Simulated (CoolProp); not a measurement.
The numbers come from the reference Helmholtz-energy equation of state, Lemmon 2006 in CoolProp. It is a short technical equation, of lower accuracy than the large ones.

Give the vapour pressure (MPa), liquid density (kg/m³), vapour density (kg/m³), surface tension (mN/m) of saturated R141b at 313.5, 323.7, 338.9 K.


```tsv
T (K)	p (MPa)	liquid density (kg/m³)	vapour density (kg/m³)	surface tension (mN/m)
313.5	0.134	1200	6.33	16.3
323.7	0.186	1180	8.59	15.1
338.9	0.289	1150	13.0	13.3
```

Surface tension comes from a separate correlation (Mulero 2012).
